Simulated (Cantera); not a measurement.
Mixture: CH₄ : CO : O₂ : N₂ = 1 : 0.51 : 3.82 : 14.4 (molar parts), at 38.0 bar, adiabatic and at constant pressure. Ignition delay is the time to a rise of 400 K.

Model: GRI-Mech 3.0 (53 species, 325 reactions), integrated in Cantera. The pressure lies above the range GRI-Mech 3.0 was tuned for (to about 10 atm).

Task: What does this change do: 0.046 parts C2H6 added?

Result: 
| quantity | before | after |
|---|---|---|
| delay at 1200 K | 1.42 ms | 0.796 ms |
| delay at 1350 K | 0.225 ms | 0.136 ms |
| delay at 1500 K | 51.5 µs | 32.2 µs |
| delay at 1650 K | 15.1 µs | 9.62 µs |
| delay at 1800 K | 5.35 µs | 3.48 µs |
| apparent activation energy between 1725 and 1875 K | 170 kJ/mol | 170 kJ/mol |

Task: What does this change do: 0.075 parts H2 added?

Result: 
```json
[
 {"quantity": "delay at 1200 K", "before": "1.42 ms", "after": "0.692 ms"},
 {"quantity": "delay at 1350 K", "before": "0.225 ms", "after": "0.138 ms"},
 {"quantity": "delay at 1500 K", "before": "51.5 µs", "after": "37.2 µs"},
 {"quantity": "delay at 1650 K", "before": "15.1 µs", "after": "12.2 µs"},
 {"quantity": "delay at 1800 K", "before": "5.35 µs", "after": "4.60 µs"},
 {"quantity": "apparent activation energy between 1725 and 1875 K", "before": "170 kJ/mol", "after": "160 kJ/mol"}
]
```
